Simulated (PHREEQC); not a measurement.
Solution (93 °C and 10 atm): 0.07 mol Cu(NO3)2 and 0.00068 mol Na2SO4 per kg of water. Closed to the air; pH follows from the charge balance.

The numbers come from PHREEQC with the ion-association model, phreeqc.dat.

Each row changes one thing in this solution. Precipitation was switched off in this run.

```csv
case,pH,CuSO4 (mol/kgw),SO4-2 (mol/kgw),Cu2(OH)2+2 (mol/kgw),HSO4- (mol/kgw),CuOH+ (mol/kgw)
as made,3.55,0.000377,0.000287,0.000190,1.59e-5,9.90e-7
Na2SO4 from 0.00068 to 0.000136 mol/kgw,3.54,7.56e-5,5.72e-5,0.000187,3.23e-6,9.80e-7
Na2SO4 replaced by MnSO4 at the same molality,3.55,0.000373,0.000285,0.000190,1.58e-5,9.89e-7
diluted 5-fold with water,3.93,5.95e-5,7.37e-5,7.10e-5,2.71e-6,6.61e-7
temperature from 93 to 20 °C,4.37,0.000373,0.000306,2.33e-5,4.42e-7,7.30e-6
```

At this temperature some constants are extrapolated from 25 °C, and those without enthalpy data are left unchanged.
